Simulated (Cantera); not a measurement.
Source: NASA polynomial tables (part measured, part estimated), evaluated in Cantera. Values are per mole of reaction as written; species without (g) are pure solids or liquids, kept so even where they would boil at 1 bar.

Question: Between 1023 and 2223 K, where is each reaction favourable under standard conditions?
- NaCl(g) ⇌ Na(g) + Cl(g)
- 2 NaCl(g) ⇌ Cl2(g) + 2 Na(g)

Answer: 
- NaCl(g) ⇌ Na(g) + Cl(g): ΔG° is 315 kJ at 1023 K and 197 kJ at 2223 K; it stays positive (K < 1). ΔH° is 419 kJ and ΔS° 100 J/K at 2223 K.
- 2 NaCl(g) ⇌ Cl2(g) + 2 Na(g): ΔG° is 503 kJ at 1023 K and 411 kJ at 2223 K; it stays positive (K < 1). ΔH° is 583 kJ and ΔS° 77 J/K at 2223 K.
